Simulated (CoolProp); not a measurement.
Vapour-liquid equilibrium of CHF3 (R23) (1) + R22 (2) at -104.45 °C; x and y are mole fractions of (1).

Values from CoolProp's multi-fluid Helmholtz-energy mixture model, Penoncello 2003 and Kamei 1995; pair parameters Bell 2016.

```tsv
x	bubble pressure, mixture model (MPa)	bubble pressure, Raoult's law (MPa)	y, mixture model	y, Raoult's law
0.05	0.002923	0.002376	0.573	0.476
0.125	0.005201	0.003973	0.777	0.711
0.2	0.007294	0.005571	0.853	0.812
0.275	0.009200	0.007168	0.893	0.867
0.35	0.01093	0.008766	0.917	0.903
0.425	0.01250	0.01036	0.934	0.927
0.5	0.01393	0.01196	0.947	0.945
0.575	0.01526	0.01356	0.957	0.959
0.65	0.01652	0.01516	0.965	0.970
0.725	0.01774	0.01675	0.973	0.978
0.8	0.01898	0.01835	0.980	0.986
0.875	0.02026	0.01995	0.987	0.992
0.95	0.02163	0.02155	0.995	0.997
```

The largest gap from Raoult's law is +30.9 % in bubble pressure, at x = 0.2. No azeotrope shows between x = 0.05 and 0.95.

The pair parameters rest on a limited set of measurements; away from them the model extrapolates.
